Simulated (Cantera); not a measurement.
Input: 1 mol Si, 0.54 mol Cl2, 18 mol H2, 0.73 mol HCl, equilibrated at 101000 Pa.

Cantera equilibrium calculation (NASA polynomials, part measured and part estimated; ideal gas, pure solids and liquids). Candidate condensed phases: Si; 19 gas species. The tables' values for SiCl3 are old estimates; treat these amounts as uncertain. Kinetics and transport are ignored. All values below are at 1025 °C.

Base state: H2 0.942, HCl 0.0392, SiHCl3 0.00591, SiCl4 0.00545, SiCl2 0.00433, SiCl3 0.00199, SiH2Cl2 0.000904, SiH3Cl 3.89e-5 (mole fractions); condensed: Si(s).

What changes in the equilibrium state with this change: pressure from 101000 Pa to 410000 Pa?


| species | before | after |
|---|---|---|
| H2 | 0.942 | 0.950 |
| HCl | 0.0392 | 0.0288 |
| SiHCl3 | 0.00591 | 0.00941 |
| SiH3Cl | 3.89e-5 | 0.000116 |
| SiH2Cl2 | 0.000904 | 0.00197 |
| SiCl2 | 0.00433 | 0.00232 |
| Si(s), mol | 0.646 | 0.589 |

What changes in the equilibrium state with this change: pressure from 101000 Pa to 31000 Pa?


```
species       before     after
----------  --------  --------
H2             0.942     0.935
HCl           0.0392    0.0483
SiCl2        0.00433   0.00665
SiHCl3       0.00591   0.00343
SiH3Cl       3.89e-5   1.46e-5
SiH2Cl2     0.000904  0.000421
Si(s), mol     0.646     0.684
```
